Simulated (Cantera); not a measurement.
Feed: 1 mol CH2F2, 5.2 mol H2, 0.13 mol F2, equilibrated at 10.0 Torr.

Equilibrium computed with Cantera from the NASA thermochemical tables; the gas is ideal and each condensed phase is pure. Candidate condensed phases: C, C6H6, C7H8, C8H18; 95 gas species. Rates play no part.

Problem. At 2173 K, list the 5 most abundant gas species with their mole fractions, and the condensed phases.

Solution. H2 0.661, HF 0.303, H 0.0340, C2H2 (acetylene) 0.00146, F 1.22e-5. Condensed: C(graphite).
